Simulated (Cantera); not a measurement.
What does this Cantera script print?

```python
import numpy as np
import cantera as ct

gas_names = """
    H HO2 H2 H2O H2O2 O OH O2 O3 Si SiH SiH2 SiH3 SiH4 SiO SiO2 Si2 Si3
""".split()
cond_names = """
    H2O(s) H2O(L) Si(cr) Si(L) SiO2(Lqz) SiO2(hqz) SiO2(L)
""".split()


def load(file, names, dense=False):
    # The tables refer to 1 bar. Condensed volumes are neglected.
    table = {s.name: s for s in ct.Species.list_from_file(file)}
    out = []
    for n in names:
        d = dict(table[n].input_data)
        d["thermo"] = dict(d["thermo"], **{"reference-pressure": 1e5})
        if dense:
            d["equation-of-state"] = {"model": "constant-volume", "density": "1e6 g/cm^3"}
        out.append(ct.Species.from_dict(d))
    return out


gas = ct.Solution(thermo="ideal-gas", species=load("nasa_gas.yaml", gas_names))
cond = {s.name: ct.Solution(thermo="fixed-stoichiometry", species=[s], name=s.name)
        for s in load("nasa_condensed.yaml", cond_names, dense=True)}
atoms = {
    'Si2H6': {'Si': 2, 'H': 6},
    'O3': {'O': 3},
    'H2': {'H': 2},
}
top_T = {}  # K; cautious upper limits of use, not melting points


def equilibrate(T, P, feed):
    n = {}
    for name, mol in feed.items():
        for a, k in atoms[name].items():
            n[a] = n.get(a, 0.0) + k * mol
    gas.TPX = T, P, n
    mass = sum(n.values()) * gas.mean_molecular_weight
    gas.equilibrate("TP")
    valid = [c for c in cond.values() if c.min_temp <= T <= top_T.get(c.name, c.max_temp)]
    mix = ct.Mixture([(gas, mass / gas.mean_molecular_weight)] + [(c, 0.0) for c in valid])
    mix.T, mix.P = T, P
    mix.equilibrate("TP", solver="vcs", rtol=1e-11, max_steps=5000)
    return mix


results = []
T = 573.15  # K
P = 133.322  # Pa
for m in [0.65, 0.87, 1.2, 1.5, 2.1, 2.7, 3.7, 4.9, 6.5, 8.7]:
    feed = {'Si2H6': 1, 'O3': m, 'H2': 1.6}  # mol
    mix = equilibrate(T, P, feed)
    results.append((T, P, feed, dict(zip(mix.species_names, mix.species_moles))))

top = {s: max(r[3][s] / sum(r[3][g] for g in gas_names) for r in results) for s in gas_names}
cols = sorted((s for s in top if top[s] > 1e-05), key=lambda s: -top[s])[:6]
seen = [c for c in cond_names if any(r[3].get(c, 0) > 1e-12 for r in results)]
print("log10 of partial pressures in bar; condensed amounts in mol")
print(f"{'n(O3)':>10s}" + "".join(f"{s[:9]:>10s}" for s in cols + seen))
for T, P, feed, n in results:
    ng = sum(n[g] for g in gas_names)
    print(f"{feed['O3']:10.4g}" + "".join(f"{np.log10(max(n[s] / ng * P / 1e5, 1e-99)):10.3f}" for s in cols)
          + "".join(f"{n.get(c, 0):10.4g}" for c in seen))
```

Result:

```
log10 of partial pressures in bar; condensed amounts in mol
     n(O3)        H2       H2O        O2    Si(cr) SiO2(Lqz)
      0.65    -2.875   -19.985   -73.475     1.025     0.975
      0.87    -2.875   -19.985   -73.475     0.695     1.305
       1.2    -2.875   -19.985   -73.475       0.2       1.8
       1.5    -2.925    -3.839   -41.082         0         2
       2.1    -3.176    -3.176   -39.255         0         2
       2.7    -3.839    -2.925   -37.427         0         2
       3.7   -20.834    -2.979    -3.545         0         2
       4.9   -21.086    -3.096    -3.274         0         2
       6.5   -21.271    -3.215    -3.141         0         2
       8.7   -21.436    -3.338    -3.059         0         2
```

Equilibrium computed with Cantera from the NASA thermochemical tables; the gas is ideal and each condensed phase is pure. The feed counts by its element totals alone.
